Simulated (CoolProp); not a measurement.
Vapour-liquid equilibrium of CHF3 (R23) (1) + isopentane (2) at 267.5 K; x and y are mole fractions of (1).

Computed with CoolProp (multi-fluid Helmholtz-energy mixture model, Penoncello 2003 and Lemmon 2006; pair parameters Bell 2016).

| x | bubble pressure (MPa) | y at the bubble point | dew pressure at overall composition x (MPa) | liquid density (mol/L) |
|---|---|---|---|---|
| 0.05 | 0.3423 | 0.916 | 0.02833 | 9.170 |
| 0.125 | 0.7702 | 0.959 | 0.03079 | 9.527 |
| 0.2 | 1.116 | 0.970 | 0.03372 | 9.900 |
| 0.275 | 1.365 | 0.974 | 0.03726 | 10.29 |
| 0.35 | 1.523 | 0.976 | 0.04161 | 10.69 |
| 0.425 | 1.607 | 0.977 | 0.04709 | 11.12 |
| 0.5 | 1.645 | 0.977 | 0.05423 | 11.56 |
| 0.575 | 1.663 | 0.977 | 0.06391 | 12.03 |
| 0.65 | 1.680 | 0.978 | 0.07780 | 12.51 |
| 0.725 | 1.713 | 0.979 | 0.09940 | 13.03 |
| 0.8 | 1.772 | 0.980 | 0.1376 | 13.58 |
| 0.875 | 1.868 | 0.984 | 0.2239 | 14.19 |
| 0.95 | 2.010 | 0.992 | 0.6042 | 14.86 |

No azeotrope shows between x = 0.05 and 0.95.

The pair parameters rest on a limited set of measurements; away from them the model extrapolates. The gap from Raoult's law changes sign with composition, which may be real or a fault of the pair parameters; it wasn't checked against measurements. With so large a gap from Raoult's law the liquid may split in two, which this calculation doesn't test in full.
